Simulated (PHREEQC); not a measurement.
Consider water at 25 °C with 0.042 mol/kgw KH2PO4 and 0.00026 mol/kgw H2SO4. Closed to the air; pH follows from the charge balance.

Equilibrium calculation in PHREEQC: ion-association model, phreeqc.dat.

Precipitation was switched off in this run.

Order these S species by the share of S that they hold, largest first: SO4-2, KSO4-, HSO4-.

SO4-2 (87 %), KSO4- (12 %), HSO4- (0.45 %)

The pH is 4.04 and the ionic strength 0.0423 mol/kgw.
